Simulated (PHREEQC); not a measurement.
1 kg of water holding 0.0032 mol/kgw Na2B4O7, 0.61 mol/kgw KCl, 0.16 mol/kgw Na2CO3 and 0.0035 mol/kgw NaCl is evaporated at 25 °C; the solids stay in contact with the brine. CO2 is held at log p = -3.4 (atm). The run lets Halite, Kalicinite, Nahcolite, Natron, Sylvite, Trona, Borax, Boric_acid,s, KB5O8:4H2O, K2B4O7:4H2O, NaBO2:4H2O, NaB5O8:5H2O, Teepleite precipitate or redissolve, and no other solid.

The numbers come from PHREEQC with the Pitzer model, pitzer.dat.

```json
[
 {"water left (kg)": "0.9994", "ionic strength": "1.06", "water activity": "0.973", "Sylvite (mol)": "0", "Trona (mol)": "0"},
 {"water left (kg)": "0.5548", "ionic strength": "1.93", "water activity": "0.952", "Sylvite (mol)": "0", "Trona (mol)": "0"},
 {"water left (kg)": "0.308", "ionic strength": "3.50", "water activity": "0.912", "Sylvite (mol)": "0", "Trona (mol)": "0"},
 {"water left (kg)": "0.171", "ionic strength": "6.33", "water activity": "0.832", "Sylvite (mol)": "0", "Trona (mol)": "0"},
 {"water left (kg)": "0.09487", "ionic strength": "8.95", "water activity": "0.770", "Sylvite (mol)": "0.235", "Trona (mol)": "0"},
 {"water left (kg)": "0.05083", "ionic strength": "9.47", "water activity": "0.760", "Sylvite (mol)": "0.417", "Trona (mol)": "0.0426"},
 {"water left (kg)": "0.02608", "ionic strength": "9.53", "water activity": "0.758", "Sylvite (mol)": "0.512", "Trona (mol)": "0.0745"},
 {"water left (kg)": "0.01229", "ionic strength": "9.59", "water activity": "0.756", "Sylvite (mol)": "0.565", "Trona (mol)": "0.0921"},
 {"water left (kg)": "0.004468", "ionic strength": "9.32", "water activity": "0.754", "Sylvite (mol)": "0.595", "Trona (mol)": "0.102"}
]
```

Sylvite from water left = 0.1405 kg (pH 10.18); Trona from water left = 0.0776 kg (pH 10.26); Borax from water left = 0.01229 kg (pH 10.22).
